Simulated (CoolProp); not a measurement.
The fluid at 298.15 K and 0.923 MPa is throttled through a valve to 0.443 MPa with no heat exchange. The same conditions are run with several fluids, on thermodynamics alone (safety and materials aside).

The numbers come from the reference Helmholtz-energy equation of state of each fluid (R404A: Lemmon 2003; fluorine: de Reuck 1990; CH3F (R41): Lemmon 2006; R410A: Lemmon 2003; hydrogen chloride: Thol 2018) in CoolProp. Blends and air are pseudo-pure fits.

```csv
fluid,temperature change (K),final density (kg/m³)
R404A,-9.6,19.7
fluorine,-0.9,6.82
CH3F (R41),-8.9,6.54
R410A,-10.5,14.4
hydrogen chloride,-7.7,6.89
```
